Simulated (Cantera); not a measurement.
## Reactions in the system Fe-H-O

Source: NASA polynomial tables (part measured, part estimated), evaluated in Cantera. Values are per mole of reaction as written; species without (g) are pure solids or liquids, kept so even where they would boil at 1 bar.

3 Fe(OH)₃ ⇌ 3 Fe(OH)₂ + 3 H(g) + O₃(g)

```
T (K)  ΔH° (kJ)  ΔS° (J/K)  ΔG° (kJ)  log10 K
-----  --------  ---------  --------  -------
300      1571.7      533.4    1411.6  -245.78
598      1587.0      571.4    1245.3  -108.78
748      1589.8      575.6    1159.2   -80.95
898      1590.9      576.9    1072.8   -62.40
1048     1590.3      576.3     986.3   -49.16
1198     1588.0      574.3     900.0   -39.24
1348     1584.5      571.6     814.0   -31.54
```
